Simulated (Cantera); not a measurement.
A closed system holds: 1 mol Si, 0.85 mol NF₃, 37 mol N₂, held at 1573.15 K and 6600 Pa.

These are equilibrium values from Cantera (NASA tables, ideal gas, pure condensed phases), not measurements of a reactor. Candidate condensed phases: Si, Si₃N₄; 16 gas species. The tables' values for SiF₃, SiF₂ are old estimates; treat these amounts as uncertain. Rates play no part.

Base state: N₂ 0.982, SiF₄ 0.0135, SiF₃ 0.00404, SiF₂ 0.000611 (mole fractions); condensed: Si₃N₄(s).

### Question
What changes in the equilibrium state with this change: NF₃ from 0.85 to 5 mol?

### Answer
```csv
species,before,after
N₂,0.982,0.767
F,<1e-9,0.213
SiF₄,0.0135,0.0194
SiF₃,0.00404,<1e-9
SiF₂,0.000611,<1e-9
F₂,<1e-9,0.000216
"Si₃N₄(s), mol",0.104,0
```
